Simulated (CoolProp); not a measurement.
Vapour pressure (MPa) of octamethyltrisiloxane (MDM): the reference equation beside estimates from Tc = 292.2 °C, pc = 1.438 MPa, ω = 0.528. Clausius-Clapeyron is anchored at 149.65 °C with a constant enthalpy of vaporisation of 36.39 kJ/mol.

Model: reference Helmholtz-energy equation of state, Thol 2017, in CoolProp.

| T (°C) | reference | Clausius-Clapeyron | Peng-Robinson |
|---|---|---|---|
| 143.85 | 0.08037 | 0.08142 | 0.07992 |
| 149.65 | 0.09403 | 0.09403 | 0.09338 |
| 155.45 | 0.1094 | 0.1082 | 0.1086 |
| 161.25 | 0.1267 | 0.1240 | 0.1256 |
| 167.15 | 0.1464 | 0.1419 | 0.1451 |
| 172.95 | 0.1680 | 0.1615 | 0.1664 |
| 178.75 | 0.1918 | 0.1831 | 0.1901 |
| 184.55 | 0.2183 | 0.2071 | 0.2164 |
| 190.35 | 0.2473 | 0.2334 | 0.2454 |
| 196.25 | 0.2799 | 0.2628 | 0.2779 |
| 202.05 | 0.3149 | 0.2945 | 0.3130 |
| 207.85 | 0.3531 | 0.3291 | 0.3514 |
| 213.65 | 0.3948 | 0.3667 | 0.3934 |

Absolute difference from the reference over all 13 rows, mean and median: Clausius-Clapeyron 4.1 and 4.5 %, Peng-Robinson 0.7 and 0.7 %.
